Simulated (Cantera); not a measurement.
A jet of CH₄ : O₂ : N₂ = 0.057 : 0.094 : 0.79 (molar parts), equivalence ratio 1.2 at 300 K and 69.0 Torr hits a platinum plate 7.8 cm away at a mass flux of 0.085 kg/m²/s; the plate temperature is set and raised in steps from an oxygen-covered start.

Cantera simulation using Deutschmann's 1995 Pt surface mechanism with GRI-Mech 3.0 gas chemistry; the numbers are that mechanism's predictions, not measurements. Catalytic surfaces can have several steady states; this one follows from the mechanism file's or the stated starting coverage.

One state of this run: wall x CH₄ = 0.00406; wall x O₂ = 0.00205; wall x H₂O = 0.102; wall x OH = <1e-8; wall x CO = 0.0426; wall x CO₂ = 0.0195; θ free Pt = 0.833; θ CO* = 0.163; θ C* = 0.00358. x: mole fraction at the wall; θ: surface coverage.

Problem. Which value of plate T (K) does it belong to?
(A) 1050
(B) 1200
(C) 1000
(D) 1100

Solution. C, 1000
